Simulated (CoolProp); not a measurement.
A single-stage vapour-compression cycle with n-perfluoropentane: evaporating at 304.15 K (dew point), condensing at 346.15 K (bubble point), superheat 2 K, subcooling 8 K, compressor efficiency 0.85, no pressure losses. Each further row changes one setting.

Computed with CoolProp (reference Helmholtz-energy equation of state, Gao 2022).

```json
[
 {"case": "as stated", "cooling COP": "4.71", "pressure ratio": "3.68", "discharge temperature (K)": "346.1", "refrigerating effect (kJ/kg)": "54.5", "volumetric capacity (kJ/m³)": "706"},
 {"case": "evaporating temperature 309.15 K", "cooling COP": "5.73", "pressure ratio": "3.08", "discharge temperature (K)": "346.1", "refrigerating effect (kJ/kg)": "58.4", "volumetric capacity (kJ/m³)": "895"},
 {"case": "condensing temperature 341.15 K", "cooling COP": "5.70", "pressure ratio": "3.21", "discharge temperature (K)": "341.2", "refrigerating effect (kJ/kg)": "60.2", "volumetric capacity (kJ/m³)": "778"},
 {"case": "subcooling 13 K", "cooling COP": "5.19", "pressure ratio": "3.68", "discharge temperature (K)": "346.1", "refrigerating effect (kJ/kg)": "60.2", "volumetric capacity (kJ/m³)": "778"},
 {"case": "superheat 12 K", "cooling COP": "4.95", "pressure ratio": "3.68", "discharge temperature (K)": "346.1", "refrigerating effect (kJ/kg)": "62.9", "volumetric capacity (kJ/m³)": "783"},
 {"case": "compressor efficiency 0.75", "cooling COP": "4.15", "pressure ratio": "3.68", "discharge temperature (K)": "346.1", "refrigerating effect (kJ/kg)": "54.5", "volumetric capacity (kJ/m³)": "706"}
]
```

The compression ends wet for: as stated; evaporating temperature 309.15 K; condensing temperature 341.15 K; subcooling 13 K; superheat 12 K; compressor efficiency 0.75.
